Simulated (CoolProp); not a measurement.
Vapour-liquid equilibrium of n-hexane (1) + benzene (2) at 0.836 MPa; x and y are mole fractions of (1).

Computed with CoolProp (multi-fluid Helmholtz-energy mixture model, Thol 2019 and Thol 2012; pair parameters Bell 2016).

| x | bubble temperature (K) | y at the bubble point | dew temperature at overall composition x (K) | liquid density (mol/L) |
|---|---|---|---|---|
| 0.05 | 439.8 | 0.077 | 440.5 | 8.817 |
| 0.15 | 436.7 | 0.208 | 438.0 | 8.431 |
| 0.25 | 434.3 | 0.317 | 435.7 | 8.065 |
| 0.35 | ? | ? | ? | 7.721 |
| 0.45 | 431.1 | 0.502 | 431.9 | 7.398 |
| 0.55 | 430.1 | 0.588 | 430.5 | 7.096 |
| 0.65 | 429.3 | 0.674 | 429.5 | ? |
| 0.75 | 428.8 | 0.762 | 428.9 | 6.549 |
| 0.85 | 428.5 | 0.853 | 428.6 | 6.300 |
| 0.95 | 428.5 | 0.950 | 428.5 | ? |

Task: Complete the blanks.

Result: 
- 0.35, bubble temperature (K): 432.5
- 0.35, y at the bubble point: 0.413
- 0.35, dew temperature at overall composition x (K): 433.7
- 0.65, liquid density (mol/L): 6.814
- 0.95, liquid density (mol/L): 6.065

y crosses x between x = 0.85 and 0.95: the model has an azeotrope there.

Pair parameters are fitted to limited data, so mixtures are less certain than the pure fluids.
